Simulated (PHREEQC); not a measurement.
0.049 g of hydrous ferric oxide (600 m²/g; 0.2 weak and 0.005 strong sites per Fe, Dzombak-Morel constants, diffuse double layer) in 1 kg of water with 0.3 mol/kgw of an inert sodium salt and 0.00016 mol/kgw ZnCl2, 2.9e-06 mol/kgw SrCl2 and 9.9e-07 mol/kgw PbCl2, at 25 °C; the pH is set by adding NaOH or the inert anion's acid. O2 is buffered at 0.21 atm. The system is closed to CO2. No solid was allowed to form.

The series has 17 steps of pH, from 4 to 10.

Computed with PHREEQC (ion-association model, wateq4f.dat).

Q: Near which pH is half of the Pb sorbed, and on which side is more sorbed?

A: Near pH 4.5, with more sorbed at higher pH.

Q: At which pH does the surface charge pass through zero?

A: Near pH 10.0.

Along this series the solution becomes supersaturated in solids that the run did not let form, among them Zn(OH)2-a, Pb(OH)2.
